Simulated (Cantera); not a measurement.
Feed: 1 mol AlN, a varied amount of Br2, 2.6 mol H2, held at 873.15 K and 200000 Pa.

These are equilibrium values from Cantera (NASA tables, ideal gas, pure condensed phases), not measurements of a reactor. Candidate condensed phases: Al, AlBr3, AlN, Br2; 19 gas species. Kinetics and transport are ignored.

x: gas mole fraction; n: condensed amount in mol.

```tsv
n(Br2) (mol)	x H2	x HBr	x AlBr3	x N2	x Al2Br6	n AlN(s)
0.012	0.991	0.00853	0.000221	9.59e-5	2.47e-8	0.999
0.016	0.988	0.0111	0.000373	0.000167	7.03e-8	0.999
0.022	0.984	?	?	?	?	0.998
0.029	0.980	0.0189	0.00107	0.000501	5.76e-7	0.997
0.039	0.973	0.0243	0.00177	0.000842	1.58e-6	0.995
0.053	0.964	0.0312	0.00293	0.00141	4.34e-6	0.992
0.071	0.954	0.0391	0.00466	0.00227	1.10e-5	0.988
0.096	0.940	0.0490	0.00737	0.00363	2.75e-5	0.980
0.13	0.922	?	?	?	?	0.968
0.17	0.903	0.0722	0.0166	0.00832	0.000139	0.953
0.23	0.875	0.0868	0.0247	0.0125	0.000308	0.929
0.31	0.843	0.103	0.0356	0.0183	0.000642	0.893
0.42	0.802	0.119	0.0505	0.0263	0.00129	0.840
```

**Question.** What belongs in the gaps?

**Answer.** 
- 0.13, x HBr: 0.0605
- 0.13, x AlBr3: 0.0114
- 0.13, x N2: 0.00569
- 0.13, x Al2Br6: 6.63e-5
- 0.022, x HBr: 0.0148
- 0.022, x AlBr3: 0.000658
- 0.022, x N2: 0.000304
- 0.022, x Al2Br6: 2.19e-7
